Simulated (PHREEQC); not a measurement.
KOH is added in steps, without added water, to 1 kg of water holding 0.0018 mol/kgw H3PO4, at 25 °C. Oxygen is held at 0.21 atm. The system is closed to CO2. Precipitation was switched off in this run.

Base run: PHREEQC, ion-association model, wateq4f.dat. Each further column changes one thing. The table gives H3PO4 (mol/kgw).

| KOH added (mol) | base | Debye-Hückel limiting law | database phreeqc.dat | Davies equation for every ion | all activity coefficients set to 1 |
|---|---|---|---|---|---|
| 0 | 0.000303 | 0.000302 | 0.000303 | 0.000303 | ? |
| 0.0007875 | 0.000182 | 0.000180 | 0.000182 | 0.000181 | ? |
| 0.001313 | 9.13e-5 | 9.06e-5 | 9.13e-5 | 9.10e-5 | ? |
| 0.0021 | 7.64e-8 | 7.70e-8 | 7.64e-8 | 7.64e-8 | ? |
| 0.002887 | 4.90e-9 | 4.97e-9 | 4.90e-9 | 4.91e-9 | ? |
| 0.003413 | 2.36e-10 | 2.40e-10 | 2.36e-10 | 2.36e-10 | ? |
| 0.0042 | 0 | 0 | 0 | 0 | 0 |

Task: Complete the blanks.

Result: 
- 0, all activity coefficients set to 1: 0.000322
- 0.0007875, all activity coefficients set to 1: 0.000194
- 0.001313, all activity coefficients set to 1: 9.77e-5
- 0.0021, all activity coefficients set to 1: 6.87e-8
- 0.002887, all activity coefficients set to 1: 4.29e-9
- 0.003413, all activity coefficients set to 1: 2.04e-10

H3PO4, which wateq4f.dat lacks, is added to it with the constant of phreeqc.dat.  phreeqc.dat and wateq4f.dat share most of their constants, so their agreement is no independent check.
